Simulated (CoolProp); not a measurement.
Propylene at 298.15 K and 1.79 MPa flows at 2.2 m/s in a round tube of 25 mm bore and 15 µm roughness, fully developed (64/Re and Nu = 3.66 if laminar; Colebrook and Gnielinski if turbulent). Each further row changes one setting.

Model: reference Helmholtz-energy equation of state, Lemmon 2013, in CoolProp.

```csv
case,Reynolds number,Darcy friction factor,pressure drop (Pa/m),heat-transfer coefficient (W/(m² K)),mass flow (kg/h)
as stated,291000,0.0188,925,4780,1980
velocity 4.4 m/s,581000,0.0181,3570,9300,3950
diameter 50 mm,581000,0.0161,397,4200,7910
```

Viscosity comes from a separate model (Huber 2003), an estimate that may be off by 10 % or more. Thermal conductivity comes from a separate model (Huber 2003), an estimate that may be off by 10 % or more.
